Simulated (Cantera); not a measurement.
A closed system holds: 1 mol CH₄, 0.031 mol CO₂, 0.74 mol H₂, at 8.20 bar.

Cantera equilibrium calculation (NASA polynomials, part measured and part estimated; ideal gas, pure solids and liquids). Candidate condensed phases: C, C₆H₆, C₇H₈, C₈H₁₈, H₂O; 110 gas species. Kinetics and transport are ignored.

### Question
At 1800 °C, list the 4 most abundant gas species with their mole fractions, and the condensed phases.

### Answer
H₂ 0.973, CO 0.0222, CH₄ 0.00273, C₂H₂ (acetylene) 0.00119. Condensed: C(graphite).
